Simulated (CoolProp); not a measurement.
A Linde-Hampson liquefier for CF4 (R14): isothermal reversible compression at 320 K from 1 atm to 40 MPa, throttling to 1 atm, return gas leaving the recuperator 10 K below the feed. Each further row changes one setting.

Computed with CoolProp (reference Helmholtz-energy equation of state, Platzer 1990). This equation is an older, rougher fit; its heat capacities, sound speeds and derivatives of the liquid may be far off and weren't checked against measurements.

```
case                        liquid yield per pass  compression work (kJ/kg of gas)
--------------------------  ---------------------  -------------------------------
as stated                                     ___                              169
warm-end temperature 350 K                    ___                              ___
warm-end gap 15 K                             ___                              169
```

Q: Complete the blanks.

A: 
- as stated, liquid yield per pass: 0.230
- warm-end temperature 350 K, liquid yield per pass: 0.179
- warm-end temperature 350 K, compression work (kJ/kg of gas): 190
- warm-end gap 15 K, liquid yield per pass: 0.218
